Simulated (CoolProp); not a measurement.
Vapour-liquid equilibrium of n-heptane (1) + ethylbenzene (2) at 395 K; x and y are mole fractions of (1).

Model: multi-fluid Helmholtz-energy mixture model, Span 2003 and Zhou 2012; pair parameters Bell 2016, in CoolProp.

```csv
x,"bubble pressure, mixture model (MPa)","bubble pressure, Raoult's law (MPa)","y, mixture model","y, Raoult's law"
0.05,0.07683,0.07409,0.156,0.130
0.125,0.08922,0.08344,0.324,0.288
0.2,0.1005,0.09279,0.444,0.415
0.275,0.1110,0.1021,0.536,0.518
0.35,0.1207,0.1115,0.610,0.604
0.425,0.1299,0.1208,0.672,0.677
0.5,0.1387,0.1302,0.726,0.739
0.575,0.1472,0.1395,0.774,0.793
0.65,0.1554,0.1489,0.818,0.840
0.725,0.1634,0.1582,0.860,0.882
0.8,0.1714,0.1676,0.899,0.919
0.875,0.1793,0.1769,0.937,0.952
0.95,0.1872,0.1863,0.975,0.982
```

The largest gap from Raoult's law is +8.7 % in bubble pressure, at x = 0.275. No azeotrope shows between x = 0.05 and 0.95.

Pair parameters are fitted to limited data, so mixtures are less certain than the pure fluids.
